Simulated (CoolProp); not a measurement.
A Linde-Hampson liquefier for CF4 (R14): isothermal reversible compression at 280 K from 1 atm to 5 MPa, throttling to 1 atm, return gas leaving the recuperator 10 K below the feed. Each further row changes one setting.

Values from CoolProp's reference Helmholtz-energy equation of state, Platzer 1990. This equation is an older, rougher fit; its heat capacities, sound speeds and derivatives of the liquid may be far off and weren't checked against measurements.

```
case                        liquid yield per pass  compression work (kJ/kg of gas)
--------------------------  ---------------------  -------------------------------
as stated                                   0.086                             97.0
high pressure 10 MPa                        0.223                              109
warm-end temperature 310 K                  0.051                              110
warm-end gap 15 K                           0.071                             97.0
```
